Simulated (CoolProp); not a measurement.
A simple Rankine cycle with R141b: condensing at 320.15 K, boiler at 0.838 MPa, turbine inlet 499 K, turbine efficiency 0.8, pump efficiency 0.7, no recuperator. Each further row changes one setting.

The numbers come from the reference Helmholtz-energy equation of state, Lemmon 2006 in CoolProp. It is a short technical equation, of lower accuracy than the large ones.

| case | thermal efficiency (%) | net work (kJ/kg) | heat in (kJ/kg) | turbine exit temperature (K) | volume ratio over the turbine |
|---|---|---|---|---|---|
| as stated | 10.9 | 40.8 | 373 | 450.7 | 4.75 |
| condensing temperature 312.15 K | 12.3 | 47.1 | ? | ? | 6.08 |
| boiler pressure 0.587 MPa | 8.7 | 32.7 | 375 | ? | 3.35 |
| turbine efficiency 0.7 | ? | ? | 373 | 456.1 | ? |

Some entries are withheld; supply them.


- condensing temperature 312.15 K, heat in (kJ/kg): 382
- condensing temperature 312.15 K, turbine exit temperature (K): 443.7
- boiler pressure 0.587 MPa, turbine exit temperature (K): 461.7
- turbine efficiency 0.7, thermal efficiency (%): 9.5
- turbine efficiency 0.7, net work (kJ/kg): 35.6
- turbine efficiency 0.7, volume ratio over the turbine: 4.81
